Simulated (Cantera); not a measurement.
Feed: 1 mol Si₂Cl₆, 0.0045 mol Cl₂, 210 mol H₂, held at 14.0 mbar.

These are equilibrium values from Cantera (NASA tables, ideal gas, pure condensed phases), not measurements of a reactor. Candidate condensed phases: Si; 19 gas species. The feed counts by its element totals alone. Gases not in the tables: Si₂H₆ and higher silanes. Rates play no part.

Problem. Which condensed phases are stable at each of these points (T (K)): 800, 900, 1000, 1100, 1200, 1300, 1400, 1500, 1600, 1700?

Solution. 
| T (K) | condensed phases | Si condensed (%) |
|---|---|---|
| 800 | Si(s) | 23.6 |
| 900 | Si(s) | 35.2 |
| 1000 | Si(s) | 55.5 |
| 1100 | Si(s) | 75.0 |
| 1200 | Si(s) | 81.4 |
| 1300 | Si(s) | 81.4 |
| 1400 | Si(s) | 80.3 |
| 1500 | Si(s) | 79.1 |
| 1600 | Si(s) | 77.8 |
| 1700 | Si(l) | 76.5 |

From 800 K to 1600 K the condensed part is Si(s). At 1700 K the condensed part is Si(l).
